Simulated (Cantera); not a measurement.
# Carbon deposition, reforming and gasification: C2H5OH + O2 + H2 + CO2

A closed system holds: 1 mol C2H5OH, 0.44 mol O2, 0.95 mol H2, 0.45 mol CO2, held at 1873.15 K and 1.00 bar.

Equilibrium computed with Cantera from the NASA thermochemical tables; the gas is ideal and each condensed phase is pure. Candidate condensed phases: C, C6H6, C7H8, C8H18, H2O; 110 gas species. Rates play no part.

```
Item                                       Result
--------------------------------------  ---------
x(H2)                                       0.572
x(CO)                                       0.376
x(H2O)                                     0.0444
x(CO2)                                    0.00710
x(H)                                     0.000489
x(OH)                                     2.95e-6
gas amount                              6.402 mol
log10 activity of C(graphite) (absent)      -3.01
```
